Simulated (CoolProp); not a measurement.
A Linde-Hampson liquefier for ethylene: isothermal reversible compression at 320 K from 1 atm to 30 MPa, throttling to 1 atm, return gas leaving the recuperator 10 K below the feed. Each further row changes one setting.

Values from CoolProp's reference Helmholtz-energy equation of state, Smukala 2000.

```csv
case,liquid yield per pass,compression work (kJ/kg of gas)
as stated,0.416,444
high pressure 60 MPa,?,513
warm-end temperature 350 K,0.342,?
warm-end gap 15 K,?,444
```

Complete the blanks.


- high pressure 60 MPa, liquid yield per pass: 0.396
- warm-end temperature 350 K, compression work (kJ/kg of gas): 512
- warm-end gap 15 K, liquid yield per pass: 0.409
